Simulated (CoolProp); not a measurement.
o-xylene at 614.66 K and 6 MPa flows at 0.4 m/s in a round tube of 4.6 mm bore and 1.5 µm roughness, fully developed (64/Re and Nu = 3.66 if laminar; Colebrook and Gnielinski if turbulent). Each further row changes one setting.

The numbers come from the reference Helmholtz-energy equation of state, Zhou 2012 in CoolProp.

```tsv
case	Reynolds number	Darcy friction factor	pressure drop (Pa/m)	heat-transfer coefficient (W/(m² K))	mass flow (kg/h)
as stated	12900	0.0295	[?]	[?]	12.7
velocity 0.8 m/s	25700	[?]	[?]	2230	[?]
diameter 9.2 mm	25700	0.0248	[?]	[?]	50.7
```

Q: Complete the blanks.

A: 
- as stated, pressure drop (Pa/m): 272
- as stated, heat-transfer coefficient (W/(m² K)): 1210
- velocity 0.8 m/s, Darcy friction factor: 0.0251
- velocity 0.8 m/s, pressure drop (Pa/m): 927
- velocity 0.8 m/s, mass flow (kg/h): 25.4
- diameter 9.2 mm, pressure drop (Pa/m): 114
- diameter 9.2 mm, heat-transfer coefficient (W/(m² K)): 1100

Viscosity comes from a separate model (Cao 2016). Thermal conductivity comes from a separate model (Mylona 2014).
